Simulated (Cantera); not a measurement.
Cantera run, input and output.

```python
import numpy as np
import cantera as ct

gas = ct.Solution("gri30.yaml")
gas.TPX = 300, 13332, {'CH4': 1, 'O2': 2.2, 'N2': 8.26, 'CO2': 1.3}
flame = ct.FreeFlame(gas, width=0.16)
flame.set_refine_criteria(ratio=3, slope=0.08, curve=0.16)
flame.transport_model = "mixture-averaged"
flame.solve(loglevel=0, auto=True)
z, T = flame.grid, flame.T
thick = (T[-1] - T[0]) / np.gradient(T, z).max()
show = ['CH4', 'O2', 'CO2', 'N2O', 'HCO', 'NO']
print(f"laminar burning velocity  {flame.velocity[0] * 100:.3f} cm/s")
print(f"burnt temperature         {T[-1]:.1f} K")
print(f"thermal thickness         {thick * 1e3:.4f} mm")
print(f"grid points               {len(z)}")
z0 = z[flame.heat_release_rate.argmax()]
print(f"{'z/mm':>9s}{'T/K':>9s}{'u/(m/s)':>9s}" + "".join(f"{s:>11s}" for s in show))
rows = []
for k in (-3, -2, -1.5, -1, -0.5, -0.25, 0, 0.25, 0.5, 1, 2, 4, 8):
    zz = z0 + k * thick
    rows.append([k * thick, np.interp(zz, z, T), np.interp(zz, z, flame.velocity),
                 *(np.interp(zz, z, flame.X[gas.species_index(s)]) for s in show)])
    print(f"{rows[-1][0] * 1e3:9.3f}{rows[-1][1]:9.1f}{rows[-1][2]:9.3f}" + "".join(f"{x:11.3e}" for x in rows[-1][3:]))
```

It prints:

```
laminar burning velocity  31.557 cm/s
burnt temperature         1909.2 K
thermal thickness         3.5802 mm
grid points               149
     z/mm      T/K  u/(m/s)        CH4         O2        CO2        N2O        HCO         NO
  -10.740    300.0    0.316  7.834e-02  1.724e-01  1.018e-01  4.482e-15  2.127e-20  4.528e-12
   -7.160    300.6    0.317  7.822e-02  1.722e-01  1.018e-01  2.317e-13  1.688e-16  1.244e-10
   -5.370    303.8    0.320  7.788e-02  1.717e-01  1.016e-01  2.289e-12  3.243e-14  8.876e-10
   -3.580    343.3    0.363  7.515e-02  1.687e-01  1.014e-01  5.801e-11  3.796e-11  1.510e-08
   -1.790    701.4    0.752  5.400e-02  1.403e-01  1.036e-01  1.365e-09  8.012e-08  3.471e-07
   -0.895   1074.1    1.161  3.021e-02  1.047e-01  1.097e-01  3.874e-09  3.530e-06  8.144e-07
    0.000   1421.5    1.545  7.079e-03  6.340e-02  1.207e-01  8.628e-09  2.760e-05  1.585e-06
    0.895   1545.8    1.678  4.510e-04  4.154e-02  1.329e-01  1.478e-08  6.689e-06  2.448e-06
    1.790   1575.2    1.705  1.611e-05  3.510e-02  1.412e-01  1.819e-08  3.192e-07  2.968e-06
    3.580   1607.7    1.734  4.815e-08  3.185e-02  1.483e-01  1.953e-08  1.272e-08  3.562e-06
    7.160   1651.2    1.775  3.419e-12  2.979e-02  1.524e-01  2.048e-08  8.008e-09  4.374e-06
   14.321   1705.6    1.827  4.117e-18  2.762e-02  1.557e-01  2.247e-08  4.632e-09  5.502e-06
   28.641   1764.2    1.883  9.611e-19  2.505e-02  1.602e-01  2.538e-08  2.129e-09  7.054e-06
```

Model: GRI-Mech 3.0 (53 species, 325 reactions), integrated in Cantera. Burning velocities carry a grid error of a few per cent, more on coarse grids.
